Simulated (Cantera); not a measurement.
## Transport properties of process gases

Gas mixture: N2 : O2 = 0.24 : 0.45 (molar parts), at 20.0 Torr, frozen composition.

Cantera's kinetic-theory transport with the Lennard-Jones parameters of GRI-Mech 3.0, ideal gas; thermal conductivity in the multicomponent form.

| T (K) | ρ (kg/m³) | cp (J/kg/K) | μ (µPa s) | λ (mW/m/K) | Pr | D (cm²/s) O | D (cm²/s) NH3 | D (cm²/s) H2 |
|---|---|---|---|---|---|---|---|---|
| 400 | 0.0245 | 974.9 | 24.5 | 33.5 | 0.712 | 20.5 | 14.6 | 49.4 |
| 500 | 0.0196 | 998.9 | 28.7 | 40.3 | 0.711 | 30.0 | 22.1 | 71.9 |
| 600 | 0.0164 | 1025 | 32.5 | 47.0 | 0.710 | 40.9 | 30.7 | 97.5 |
| 700 | 0.0140 | 1052 | 36.1 | 53.5 | 0.710 | 53.0 | 40.5 | 126 |
| 800 | 0.0123 | 1076 | 39.4 | 59.8 | 0.709 | 66.3 | 51.2 | 157 |
| 900 | 0.0109 | 1097 | 42.6 | 66.0 | 0.709 | 80.7 | 62.9 | 191 |
| 1000 | 0.00982 | 1115 | 45.7 | 71.9 | 0.709 | 96.2 | 75.5 | 228 |
D: mixture-averaged diffusion coefficient of that species in the mixture.
